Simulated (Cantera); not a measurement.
A closed system holds: 1 mol PbO, 2.6 mol CO, 40 mol N2, at 1.00 Torr.

These are equilibrium values from Cantera (NASA tables, ideal gas, pure condensed phases), not measurements of a reactor. Candidate condensed phases: C, Pb, PbO, PbO2, Pb3O4; 27 gas species. The numbers say what is thermodynamically allowed, not how fast it happens.

Problem. At 925 K, list the 4 most abundant gas species with their mole fractions, and the condensed phases.

Solution. N2 0.937, CO 0.0375, CO2 0.0234, Pb 0.00200. Condensed: Pb(l).
